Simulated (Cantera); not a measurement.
A perfectly stirred reactor is fed with H₂ : O₂ = 0.16 : 1 (molar parts), equivalence ratio 0.080, at 10.00 Torr; it is held at 1448 K, and followed from long to short residence time.

Cantera simulation using the H2/O2 subset of GRI-Mech 3.0, which has no nitrogen chemistry; the numbers are that mechanism's predictions, not measurements. Radical loss at walls, strong at low pressure, is not modelled. The temperature is held fixed by assumption; the heat of reaction is taken as removed at once.

Problem. What does this change do: pressure from 10.00 Torr to 6.83 Torr?

Solution. 
| quantity | before | after |
|---|---|---|
| x(H₂) at τ = 1.90 s | 0.000370 | 0.000586 |
| x(O₂) at τ = 1.90 s | 0.846 | 0.843 |
| x(H₂O₂) at τ = 1.90 s | 5.03e-8 | 4.36e-8 |
| x(H₂O) at τ = 1.90 s | 0.145 | 0.144 |
| x(HO₂) at τ = 1.90 s | 1.38e-6 | 1.27e-6 |
| x(H₂) at τ = 77.0 ms | 0.00247 | 0.00337 |
| x(O₂) at τ = 77.0 ms | 0.818 | 0.803 |
| x(H₂O₂) at τ = 77.0 ms | 1.09e-7 | 8.14e-8 |
| x(H₂O) at τ = 77.0 ms | 0.133 | 0.127 |
| x(HO₂) at τ = 77.0 ms | 3.41e-6 | 2.52e-6 |

Problem. What does this change do: temperature 1448 to 1098 K?

Solution. 
```csv
quantity,before,after
x(H₂) at τ = 1.90 s,0.000370,0.000393
x(O₂) at τ = 1.90 s,0.846,0.850
x(H₂O₂) at τ = 1.90 s,5.03e-8,2.37e-7
x(H₂O) at τ = 1.90 s,0.145,0.147
x(HO₂) at τ = 1.90 s,1.38e-6,4.05e-6
x(H₂) at τ = 77.0 ms,0.00247,0.00267
x(O₂) at τ = 77.0 ms,0.818,0.840
x(H₂O₂) at τ = 77.0 ms,1.09e-7,3.34e-7
x(H₂O) at τ = 77.0 ms,0.133,0.140
x(HO₂) at τ = 77.0 ms,3.41e-6,8.51e-6
```

Problem. What does this change do: temperature 1448 to 1148 K?

Solution. 
| quantity | before | after |
|---|---|---|
| x(H₂) at τ = 1.90 s | 0.000370 | 0.000337 |
| x(O₂) at τ = 1.90 s | 0.846 | 0.850 |
| x(H₂O₂) at τ = 1.90 s | 5.03e-8 | 2.07e-7 |
| x(H₂O) at τ = 1.90 s | 0.145 | 0.147 |
| x(HO₂) at τ = 1.90 s | 1.38e-6 | 3.43e-6 |
| x(H₂) at τ = 77.0 ms | 0.00247 | 0.00234 |
| x(O₂) at τ = 77.0 ms | 0.818 | 0.837 |
| x(H₂O₂) at τ = 77.0 ms | 1.09e-7 | 3.08e-7 |
| x(H₂O) at τ = 77.0 ms | 0.133 | 0.140 |
| x(HO₂) at τ = 77.0 ms | 3.41e-6 | 7.37e-6 |
